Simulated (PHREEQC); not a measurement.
Model water analysis in mg/L, 60 °C, pH 6.8, pe 9.2:

```json
[
 {"constituent": "Na", "mg/L": "9380"},
 {"constituent": "K", "mg/L": "11.4"},
 {"constituent": "Ca", "mg/L": "650"},
 {"constituent": "Mg", "mg/L": "599"},
 {"constituent": "Cl", "mg/L": "15800"},
 {"constituent": "S(6) as SO4", "mg/L": "1930"},
 {"constituent": "Alkalinity as HCO3", "mg/L": "51.4"},
 {"constituent": "O(0) (dissolved oxygen)", "mg/L": "7.08"}
]
```

Cl is adjusted to close the charge balance.
Valence states are taken as typed.

The numbers come from PHREEQC with the ion-association model, phreeqc.dat.

The ionic strength comes out as 0.533 mol/kgw and the activity of water comes out as 0.984. The specific conductance is 78900 µS/cm and the density is 1.004 g/cm³.

```json
[
 {"species": "Cl-", "molality": "0.462", "activity": "0.290", "log γ": "-0.202"},
 {"species": "Na+", "molality": "0.415", "activity": "0.290", "log γ": "-0.156"},
 {"species": "Mg+2", "molality": "0.0207", "activity": "0.00551", "log γ": "-0.574"},
 {"species": "Ca+2", "molality": "0.0154", "activity": "0.00360", "log γ": "-0.630"},
 {"species": "SO4-2", "molality": "0.00995", "activity": "0.00181", "log γ": "-0.739"},
 {"species": "NaSO4-", "molality": "0.00478", "activity": "0.00321", "log γ": "-0.172"},
 {"species": "MgSO4", "molality": "0.00464", "activity": "0.00525", "log γ": "0.053"},
 {"species": "CaSO4", "molality": "0.00130", "activity": "0.00147", "log γ": "0.053"},
 {"species": "HCO3-", "molality": "0.000680", "activity": "0.000458", "log γ": "-0.172"}
]
```

Precipitation was switched off in this run. Constants without temperature data keep their 25 °C values here.
